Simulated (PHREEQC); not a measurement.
1.3 g of hydrous ferric oxide (600 m²/g; 0.2 weak and 0.005 strong sites per Fe, Dzombak-Morel constants, diffuse double layer) in 1 kg of water with 0.005 mol/kgw of an inert sodium salt and 0.0014 mol/kgw ZnCl2, at 25 °C; the pH is set by adding NaOH or the inert anion's acid. Oxygen is held at 0.21 atm. No CO2 enters from the air. No solid was allowed to form.

Computed with PHREEQC (ion-association model, wateq4f.dat).

```
pH    Zn sorbed (%)  surface charge σ (C/m²)  surface potential ψ (mV)
----  -------------  -----------------------  ------------------------
3               0.0                    0.326                       203
3.5             0.0                    0.276                       196
4               0.1                    0.216                       185
4.5             0.9                    0.159                       170
5        (withheld)                    0.113                (withheld)
5.5      (withheld)                    0.077                       135
6              17.6               (withheld)                       117
6.5            42.1                    0.042                       107
7              67.5                    0.035                        99
7.5            85.2                    0.029                        89
8              94.5                    0.021                        76
8.5            97.8                    0.014                        57
9              98.3                    0.007                        34
9.5            98.0                    0.002                         9
10             97.4                   -0.004                       -18
10.5           96.5                   -0.010                       -43
11             94.5                   -0.020                       -69
```

Question: Fill in the missing entries.

Answer: 
- 5, Zn sorbed (%): 3.4
- 5, surface potential ψ (mV): 153
- 5.5, Zn sorbed (%): 7.0
- 6, surface charge σ (C/m²): 0.053

Along this series the solution becomes supersaturated in solids that the run did not let form, among them Zn(OH)2-e. The oxide is taken as insoluble; below pH 4 it would dissolve.
